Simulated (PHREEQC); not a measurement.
H3PO4 is added in steps, without added water, to 1 kg of water holding 0.2 mmol/kgw Ca(HCO3)2, 3.8 mmol/kgw Na2CO3 and 0.37 mmol/kgw MgSO4, at 90 °C. Oxygen is held at 0.21 atm. CO2 from the air is kept out. Only these solids could form: Calcite, Gypsum, Brucite, Portlandite, Nesquehonite, Hydroxyapatite, Mirabilite, Epsomite, Nahcolite, Natron.

Base run: PHREEQC, ion-association model, wateq4f.dat. Each further column changes one thing. The table gives pH.

```
H3PO4 added (mol)  base  metal-ligand complexes left out  all activity coefficients set to 1  Davies equation for every ion
-----------------  ----  -------------------------------  ----------------------------------  -----------------------------
0                  9.49                             9.61                                9.53                           9.49
0.001375           8.73                             8.71                                8.75                           8.73
0.004125           6.48                             6.50                                6.56                           6.48
0.0055             6.09                             6.11                                6.15                           6.09
0.006875           5.64                             5.66                                5.69                           5.64
0.009625           3.31                             3.31                                3.32                           3.31
0.011              3.05                             3.06                                3.07                           3.06
0.01238            2.90                             2.91                                2.92                           2.90
0.01512            2.71                             2.72                                2.73                           2.71
0.0165             2.65                             2.65                                2.66                           2.65
0.01787            2.59                             2.60                                2.60                           2.59
0.02063            2.50                             2.51                                2.51                           2.50
0.022              2.46                             2.47                                2.48                           2.47
```

H3PO4, which wateq4f.dat lacks, is added to it with the constant of phreeqc.dat. Constants without temperature data keep their 25 °C values here.
